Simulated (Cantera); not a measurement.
A closed system holds: 1 mol B2O3, 0.13 mol O2, 3 mol N2, 0.11 mol H2O, at 1050 K and 10000 Pa.

Method: chemical equilibrium by Gibbs-energy minimisation in Cantera with the NASA 1993 tables (ideal gas, pure condensed phases). Candidate condensed phases: B, BN, B2O3, B3O3H3, H2O; 39 gas species. Gases not in the tables: H3BO3. Equilibrium is a limit: real reactors are often held back by kinetics, nucleation or transport.

Base state: N2 0.926, O2 0.0401, H2O 0.0339, (HBO2)3 4.31e-5, HBO2 4.13e-5, NO 2.50e-5 (mole fractions); condensed: B2O3(l).

### Question
What changes in the equilibrium state with this change: temperature from 1050 K to 2098.15 K?

### Answer
| species | before | after |
|---|---|---|
| N2 | 0.926 | 0.703 |
| B2O3 | <1e-9 | 0.202 |
| HBO2 | 4.13e-5 | 0.0484 |
| BO2 | <1e-9 | 0.0165 |
| H2O | 0.0339 | 0.00140 |
| O2 | 0.0401 | 0.0244 |
| O | <1e-9 | 0.000678 |
| BO | <1e-9 | 0.000140 |
| H | <1e-9 | 3.97e-5 |
| B2O3(l), mol | 1.000 | 0 |
